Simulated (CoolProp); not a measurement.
n-heptane at several states: Z from the reference equation and from simpler models built on Tc = 541.2 K, pc = 27.74 bar, ω = 0.349; each cubic takes its own stable root.

Values from CoolProp's reference Helmholtz-energy equation of state, Span 2003. It is a short technical equation, of lower accuracy than the large ones.

| T (K) | p (bar) | phase | reference | van der Waals | Redlich-Kwong | Soave-Redlich-Kwong | Peng-Robinson |
|---|---|---|---|---|---|---|---|
| 330.2 | 53.8 | liquid | 0.2983 | … | 0.3454 | 0.3330 | 0.2958 |
| 416.9 | 39.9 | liquid | … | 0.3293 | 0.2350 | … | 0.1979 |
| 250.6 | 49.1 | liquid | 0.3268 | 0.5606 | 0.3809 | 0.3719 | 0.3315 |
| 249.2 | 1.97 | liquid | 0.01322 | … | 0.01547 | 0.01507 | 0.01342 |
| 357.4 | 6.64 | liquid | … | 0.06126 | 0.04195 | 0.03992 | 0.03533 |
| 382.3 | 133 | liquid | … | … | 0.7620 | … | 0.6572 |

Question: Some entries are withheld; supply them.

Answer: 
- 330.2, van der Waals: 0.4992
- 416.9, reference: 0.1996
- 416.9, Soave-Redlich-Kwong: 0.2236
- 249.2, van der Waals: 0.02301
- 357.4, reference: 0.03563
- 382.3, reference: 0.6701
- 382.3, van der Waals: 1.068
- 382.3, Soave-Redlich-Kwong: 0.7385
